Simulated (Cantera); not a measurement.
**Ignition delay**

Mixture: 5.24 % CO, 9.57 % H2, 7.75 % CH4, 14.1 % O2, 63.3 % N2, equivalence ratio 1.6, at 1.00 bar, adiabatic and at constant volume. Ignition delay is the time to a rise of 400 K.

Model: GRI-Mech 3.0 (53 species, 325 reactions), integrated in Cantera.

```json
[
 {"T0 (K)": "1075", "delay (ms)": "2.90"},
 {"T0 (K)": "1175", "delay (ms)": "1.16"},
 {"T0 (K)": "1275", "delay (ms)": "0.522"},
 {"T0 (K)": "1375", "delay (ms)": "0.261"},
 {"T0 (K)": "1475", "delay (ms)": "0.145"},
 {"T0 (K)": "1575", "delay (ms)": "0.0872"},
 {"T0 (K)": "1675", "delay (ms)": "0.0559"},
 {"T0 (K)": "1775", "delay (ms)": "0.0375"},
 {"T0 (K)": "1875", "delay (ms)": "0.0259"}
]
```

```
Quantity                                                Result
--------------------------------------------------  ----------
apparent activation energy between 1675 and 1875 K  100 kJ/mol
```
